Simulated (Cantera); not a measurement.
An isothermal, constant-pressure homogeneous reactor starts with H2 : O2 = 0.31 : 1 (molar parts), equivalence ratio 0.15, at 950 K and 2600 Pa.

Cantera simulation using the H2/O2 subset of GRI-Mech 3.0, which has no nitrogen chemistry; the numbers are that mechanism's predictions, not measurements. Radical loss at walls, strong at low pressure, is not modelled. The temperature is held fixed by assumption; the heat of reaction is taken as removed at once.

One state of this run: x H2 = 3.58e-9; x O2 = 0.732; x H2O = 0.268; x OH = 2.35e-6; x HO2 = 2.30e-9; x O = 1.75e-8. x: mole fraction; the columns are a selection and need not sum to one.

Question: Which value of t (s) does it belong to?
A) 10.0
B) 0.0263
C) 0.190
D) 0.512

Answer: A, 10.0
